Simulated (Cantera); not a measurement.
Feed: 1 mol C2F6, 8.4 mol H2, at 7.80 Pa.

Cantera equilibrium calculation (NASA polynomials, part measured and part estimated; ideal gas, pure solids and liquids). Candidate condensed phases: C, C6H6, C7H8, C8H18; 95 gas species. The feed counts by its element totals alone. The numbers say what is thermodynamically allowed, not how fast it happens.

**Question.** Which condensed phases are stable at each of these points (T (K)): 1098, 1298, 1498, 1698, 1898, 2098, 2298, 2498, 2698?

**Answer.** 
| T (K) | condensed phases | C condensed (%) |
|---|---|---|
| 1098 | C(graphite) | 100.0 |
| 1298 | C(graphite) | 100.0 |
| 1498 | C(graphite) | 100.0 |
| 1698 | C(graphite) | 100.0 |
| 1898 | C(graphite) | 99.8 |
| 2098 | C(graphite) | 99.4 |
| 2298 | C(graphite) | 98.3 |
| 2498 | C(graphite) | 80.3 |
| 2698 | gas only | 0.0 |

From 1098 K to 2498 K the condensed part is C(graphite). At 2698 K nothing is condensed.
